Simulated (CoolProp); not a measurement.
Sulfur dioxide along the isotherm 188.05 °C: fugacity coefficient from the reference equation and from simpler models built on Tc = 157.5 °C, pc = 7.887 MPa, ω = 0.256; each cubic takes its own stable root.

Values from CoolProp's reference Helmholtz-energy equation of state, Gao 2016.

```json
[
 {"p (MPa)": "0.111", "phase": "gas", "reference": "0.9962"},
 {"p (MPa)": "0.21", "phase": "gas", "reference": "0.9928"},
 {"p (MPa)": "0.398", "phase": "gas", "reference": "0.9863"},
 {"p (MPa)": "0.754", "phase": "gas", "reference": "0.9741"},
 {"p (MPa)": "1.43", "phase": "gas", "reference": "0.9510"},
 {"p (MPa)": "2.71", "phase": "gas", "reference": "0.9080"},
 {"p (MPa)": "5.14", "phase": "gas", "reference": "0.8279"},
 {"p (MPa)": "9.74", "phase": "supercritical", "reference": "0.6799"},
 {"p (MPa)": "18.5", "phase": "supercritical", "reference": "0.4596"},
 {"p (MPa)": "35", "phase": "supercritical", "reference": "0.3274"}
]
```

Question: How far does each simpler model (van der Waals, Redlich-Kwong, Soave-Redlich-Kwong) lie from the reference over these 10 states: mean and median of the absolute difference, and the worst?

Answer: 
- van der Waals: mean 2.3 %, median 0.5 %, worst +15.2 % at 188.05 °C and 35 MPa
- Redlich-Kwong: mean 0.7 %, median 0.2 %, worst +4.4 % at 188.05 °C and 35 MPa
- Soave-Redlich-Kwong: mean 1.7 %, median 0.1 %, worst +10.1 % at 188.05 °C and 35 MPa
